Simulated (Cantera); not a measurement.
Adiabatic ignition

An adiabatic, constant-pressure homogeneous reactor starts with CH4 : CO : O2 : N2 : H2 = 1 : 0.33 : 0.984 : 3.7 : 0.033 (molar parts), equivalence ratio 2.2, at 1200 K and 0.987 atm.

Computed with Cantera and GRI-Mech 3.0 (53 species, 325 reactions).

| t (s) | T (K) | x CH4 | x CO | x O2 | x HCN | x H | x CH2O |
|---|---|---|---|---|---|---|---|
| 7.00e-6 | 1200 | 0.165 | 0.0546 | 0.163 | <1e-12 | 1.05e-10 | 4.59e-11 |
| 1.77e-5 | 1200 | 0.165 | 0.0546 | 0.163 | <1e-12 | 1.46e-10 | 3.16e-10 |
| 4.46e-5 | 1200 | 0.165 | 0.0546 | 0.163 | <1e-12 | 2.57e-10 | 2.16e-9 |
| 0.000113 | 1200 | 0.165 | 0.0546 | 0.163 | <1e-12 | 5.80e-10 | 1.54e-8 |
| 0.000285 | 1200 | 0.165 | 0.0546 | 0.163 | <1e-12 | 1.65e-9 | 1.20e-7 |
| 0.000719 | 1200 | 0.165 | 0.0546 | 0.163 | <1e-12 | 5.66e-9 | 1.07e-6 |
| 0.00181 | 1200 | 0.165 | 0.0546 | 0.163 | <1e-12 | 1.74e-8 | 9.39e-6 |
| 0.00458 | 1201 | 0.165 | 0.0546 | 0.163 | <1e-12 | 2.40e-8 | 4.80e-5 |
| 0.0116 | 1202 | 0.165 | 0.0546 | 0.162 | <1e-12 | 2.95e-8 | 0.000157 |
| 0.0292 | 1210 | 0.164 | 0.0546 | 0.161 | <1e-12 | 5.14e-8 | 0.000486 |
| 0.0738 | 2210 | 4.60e-6 | 0.167 | 6.13e-7 | 2.71e-5 | 0.00235 | 2.70e-8 |
| 0.186 | 2210 | 8.97e-11 | 0.167 | 6.85e-7 | 2.84e-7 | 0.00249 | 1.15e-8 |
| 0.470 | 2210 | 8.86e-11 | 0.167 | 6.86e-7 | 1.64e-7 | 0.00249 | 1.15e-8 |
| 1.19 | 2210 | 8.86e-11 | 0.167 | 6.86e-7 | 1.58e-7 | 0.00249 | 1.15e-8 |
| 3.00 | 2210 | 8.86e-11 | 0.167 | 6.86e-7 | 1.58e-7 | 0.00249 | 1.15e-8 |
x: mole fraction; the columns are a selection and need not sum to one.

```yaml
time_of_steepest_temperature_rise: 67.2 ms
temperature at 3.00 s: 2210 K
equilibrium_temperature: 2210 K
x(CH4) at 3.00 s: 8.86e-11 (gas-phase equilibrium 1.00e-10)
x(CO) at 3.00 s: 0.167 (gas-phase equilibrium 0.167)
x(O2) at 3.00 s: 6.86e-7 (gas-phase equilibrium 6.86e-7)
```
